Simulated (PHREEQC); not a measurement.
Consider water at 20 °C with 73 mmol/kgw H2SO4 and 0.23 mmol/kgw Li2SO4. Closed to the air; pH follows from the charge balance.

The numbers come from PHREEQC with the ion-association model, phreeqc.dat.

This is a speciation only: nothing precipitates in the calculation.

What pH, specific conductance does the model give?

pH 1.13; specific conductance 27200 µS/cm.

In which forms is Li present?

Li+ 97 %, LiSO4- 2.8 % of the Li.
